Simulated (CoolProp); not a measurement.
Water along the isobar 612 kPa: density (kg/m³) from the reference equation and from simpler models built on Tc = 647.1 K, pc = 22060 kPa, ω = 0.344; each cubic takes its own stable root.

Values from CoolProp's reference Helmholtz-energy equation of state, Wagner 2002.

```tsv
T (K)	phase	reference
400.5	liquid	937.3
424.5	liquid	915.8
448.5	gas	3.088
472.5	gas	2.903
496.4	gas	2.745
520.4	gas	2.606
544.4	gas	2.481
568.3	gas	2.370
592.3	gas	2.269
616.3	gas	2.176
640.2	gas	2.092
664.2	gas	2.013
```

Problem. How far does each simpler model (Redlich-Kwong, Soave-Redlich-Kwong, Peng-Robinson) lie from the reference over these 12 states: mean and median of the absolute difference, and the worst?

Solution. 
- Redlich-Kwong: mean 17.0 %, median 0.4 %, worst -99.6 % at 424.5 K and 612 kPa
- Soave-Redlich-Kwong: mean 4.7 %, median 0.2 %, worst -26.7 % at 424.5 K and 612 kPa
- Peng-Robinson: mean 3.0 %, median 0.1 %, worst -17.2 % at 424.5 K and 612 kPa

At some of these states Redlich-Kwong gives the other phase, because its saturation line lies elsewhere.
